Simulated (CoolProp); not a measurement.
Properties of R365MFC along the isotherm 427 K.

The numbers come from the reference Helmholtz-energy equation of state, Lemmon 2016 in CoolProp.

```tsv
p (MPa)	phase	cv (kJ/(kg K))	fugacity coefficient
0.408	gas	1.168	0.9428
0.817	gas	1.192	0.8862
1.22	gas	1.227	0.8307
1.63	gas	1.283	0.7737
2.04	liquid	1.261	0.6728
2.45	liquid	1.258	0.5711
2.86	liquid	1.255	0.4986
3.27	liquid	1.253	0.4443
3.67	liquid	1.251	0.4032
4.08	liquid	1.249	0.3694
4.49	liquid	1.247	0.3419
4.9	liquid	1.246	0.3191
```
